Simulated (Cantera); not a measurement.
A freely propagating, adiabatic, planar premixed flame of H₂ : O₂ : N₂ = 1 : 0.417 : 1.57 (molar parts), equivalence ratio 1.2, unburnt at 575 K and 2480 Torr; mixture-averaged transport, grid criteria slope 0.08 and curve 0.16, no radiation.

Computed with Cantera and the H2/O2 subset of GRI-Mech 3.0, which has no nitrogen chemistry. The hydrogen kinetics of GRI-Mech 3.0 are dated; newer H2 mechanisms differ, most at raised pressure. Burning velocities carry a grid error of a few per cent, more on coarse grids.

Question: Predict: laminar burning velocity; thermal thickness; peak x(H₂O₂); peak x(O); peak x(H); peak x(OH).

Answer: 
| Item | Value |
|---|---|
| laminar burning velocity | 788 cm/s |
| thermal thickness | 0.0969 mm |
| peak x(H₂O₂) | 5.09e-5 |
| peak x(O) | 0.00847 |
| peak x(H) | 0.0529 |
| peak x(OH) | 0.0164 |
